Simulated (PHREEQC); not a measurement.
Consider water at 25 °C with 0.0088 mol K2CO3 per kg of water. Closed to the air; pH follows from the charge balance.

Equilibrium calculation in PHREEQC: ion-association model, phreeqc.dat.

This is a speciation only: nothing precipitates in the calculation.

Estimate the pH, ionic strength, specific conductance.

pH 10.97; ionic strength 0.0253 mol/kgw; specific conductance 2300 µS/cm.

In which forms is C present?

CO3-2 87 %, HCO3- 13 % of the C.

Complexes and solids missing from the database can't appear.
